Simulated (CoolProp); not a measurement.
Vapour-liquid equilibrium of acetone (1) + benzene (2) at 8.15 bar; x and y are mole fractions of (1).

The numbers come from the multi-fluid Helmholtz-energy mixture model, Lemmon 2006 and Thol 2012; pair parameters Bell 2016 in CoolProp.

```csv
x,bubble temperature (K),y at the bubble point,dew temperature at overall composition x (K),liquid density (mol/L)
0.05,437.0,0.098,438.7,9.143
0.2,428.8,0.327,433.4,9.433
0.35,422.7,0.496,428.0,9.716
0.5,417.9,0.632,422.6,10.01
0.65,413.9,0.750,417.3,10.31
0.8,410.5,0.860,412.4,10.64
0.95,407.6,0.965,408.0,10.99
```

No azeotrope shows between x = 0.05 and 0.95.

The pair parameters rest on a limited set of measurements; away from them the model extrapolates.
